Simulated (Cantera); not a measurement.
Input: 1 mol Si2Cl6, 0.0058 mol Cl2, 46 mol N2.

Method: chemical equilibrium by Gibbs-energy minimisation in Cantera with the NASA 1993 tables (ideal gas, pure condensed phases). Candidate condensed phases: Si, Si3N4; 13 gas species. The feed counts by its element totals alone. N2 is the only nitrogen source here; it is nearly inert below about 1500 K, so the nitride shown seldom forms there in practice. The tables' values for SiCl3 are old estimates. Kinetics and transport are ignored.

**Question.** What condenses at these points (T in K, P in Pa): (1323, 2100); (1123, 44000); (1173, 200000); (1323, 44000); (1373, 210)?

**Answer.** 
| T (K) | P in Pa | condensed phases | Si condensed (%) |
|---|---|---|---|
| 1323 | 2100 | Si3N4 | 18.8 |
| 1123 | 44000 | Si3N4 | 24.8 |
| 1173 | 200000 | Si3N4 | 24.8 |
| 1323 | 44000 | Si3N4 | 23.8 |
| 1373 | 210 | gas only | 0.0 |
